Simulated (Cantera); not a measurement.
Charge: 1 mol HgO, 30 mol H2, equilibrated at 525 K and 10.0 mbar.

Equilibrium computed with Cantera from the NASA thermochemical tables; the gas is ideal and each condensed phase is pure. Candidate condensed phases: H2O, Hg, HgO; 10 gas species. Equilibrium is a limit: real reactors are often held back by kinetics, nucleation or transport.

Question: What is the equilibrium state?

Answer: 
```
Property                             Result
--------------------------------  ---------
x(H2)                                 0.935
x(H2O)                               0.0323
x(Hg)                                0.0323
gas amount                        31.00 mol
log10 activity of Hg(l) (absent)      -2.51
```
